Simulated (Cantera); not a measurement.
An isothermal plug-flow reactor at 1300 K and 260000 Pa (inlet), inlet velocity 2.7 m/s, active area per volume 3000 1/m; feed CH4 : O2 : N2 : H2O = 0.0055 : 0.15 : 0.79 : 0.0059 (molar parts).

Detailed kinetics in Cantera: Deutschmann's 1995 Pt surface mechanism with GRI-Mech 3.0 gas chemistry. Catalytic surfaces can have several steady states; this one follows from the mechanism file's or the stated starting coverage. Mass transfer to the wall is taken as infinitely fast.

Task: Predict: x(CH4) at z = 0.004 m; x(O2) at z = 0.004 m; x(H2O) at z = 0.004 m; x(CO2) at z = 0.004 m; x(CO) at z = 0.004 m; θ(free Pt) at the exit; θ(O*) at the exit; θ(OH*) at the exit.

Result: 
| Property | Value |
|---|---|
| x(CH4) at z = 0.004 m | 0.000604 |
| x(O2) at z = 0.004 m | 0.148 |
| x(H2O) at z = 0.004 m | 0.0163 |
| x(CO2) at z = 0.004 m | 0.00492 |
| x(CO) at z = 0.004 m | 1.86e-6 |
| θ(free Pt) at the exit | 0.426 |
| θ(O*) at the exit | 0.572 |
| θ(OH*) at the exit | 0.00201 |
